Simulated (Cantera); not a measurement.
Feed: 1 mol Fe2O3, 0.18 mol H2S, 2.6 mol H2O, equilibrated at 970000 Pa.

Method: chemical equilibrium by Gibbs-energy minimisation in Cantera with the NASA 1993 tables (ideal gas, pure condensed phases). Candidate condensed phases: Fe, FeO, Fe(OH)2, Fe(OH)3, FeS, FeSO4, FeS2, Fe2O3, Fe2(SO4)3, Fe3O4, H2O, H2SO4, S; 22 gas species. Mutual solubility and eutectic melting of coexisting phases are not modelled. The tables' stoichiometric FeO is somewhat more stable than real wüstite, so its field is too wide. FeO, FeS: taken at fixed stoichiometry. Gases not in the tables: S3 to S7. Equilibrium is a limit: real reactors are often held back by kinetics, nucleation or transport.

Task: Which condensed phases are stable at each of these points (T (°C)): 550, 625, 700, 775, 850, 925, 1000, 1075, 1150, 1225, 1300, 1375, 1450, 1525?

Result: 
| T (°C) | condensed phases | Fe condensed (%) |
|---|---|---|
| 550 | FeS2(s) + Fe3O4(s) | 100.0 |
| 625 | FeS(s) + Fe3O4(s) | 100.0 |
| 700 | FeS(s) + Fe3O4(s) | 100.0 |
| 775 | Fe3O4(s) | 100.0 |
| 850 | Fe3O4(s) | 100.0 |
| 925 | Fe3O4(s) | 100.0 |
| 1000 | Fe3O4(s) | 100.0 |
| 1075 | Fe3O4(s) | 100.0 |
| 1150 | Fe3O4(s) | 100.0 |
| 1225 | FeO(s) + Fe3O4(s) | 100.0 |
| 1300 | FeO(s) + Fe3O4(s) | 100.0 |
| 1375 | FeO(s) + Fe3O4(s) | 100.0 |
| 1450 | FeO(l) + Fe3O4(s) | 100.0 |
| 1525 | FeO(l) + Fe3O4(s) | 100.0 |

At 550 °C the condensed part is FeS2(s) + Fe3O4(s). From 625 °C to 700 °C the condensed part is FeS(s) + Fe3O4(s). From 775 °C to 1150 °C the condensed part is Fe3O4(s). From 1225 °C to 1375 °C the condensed part is FeO(s) + Fe3O4(s). From 1450 °C to 1525 °C the condensed part is FeO(l) + Fe3O4(s).
